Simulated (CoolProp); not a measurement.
A closed Brayton cycle with carbon dioxide: compressor inlet 333.15 K and 8.9 MPa, high pressure 19.3 MPa, turbine inlet 825 K, compressor efficiency 0.8, turbine efficiency 0.93, recuperator effectiveness 0 (on enthalpy, no pinch check). Each further row changes one setting.

Computed with CoolProp (reference Helmholtz-energy equation of state, Span 1996).

```
case                           thermal efficiency (%)  net work (kJ/kg)  compressor to turbine work  compressor exit (K)  turbine exit (K)
-----------------------------  ----------------------  ----------------  --------------------------  -------------------  ----------------
as stated                                        11.6              64.0                        0.40                400.5             728.7
turbine inlet 775 K                              11.6              56.8                           ?                400.5             682.3
compressor inlet 343.15 K                           ?              59.1                        0.45                415.0             728.7
high pressure 16.4 MPa                              ?                 ?                        0.38                385.9                 ?
recuperator effectiveness 0.5                       ?              64.0                        0.40                400.5             728.7
```

Question: Some entries are withheld; supply them.

Answer: 
- turbine inlet 775 K, compressor to turbine work: 0.43
- compressor inlet 343.15 K, thermal efficiency (%): 11.2
- high pressure 16.4 MPa, thermal efficiency (%): 9.4
- high pressure 16.4 MPa, net work (kJ/kg): 52.7
- high pressure 16.4 MPa, turbine exit (K): 748.6
- recuperator effectiveness 0.5, thermal efficiency (%): 17.8
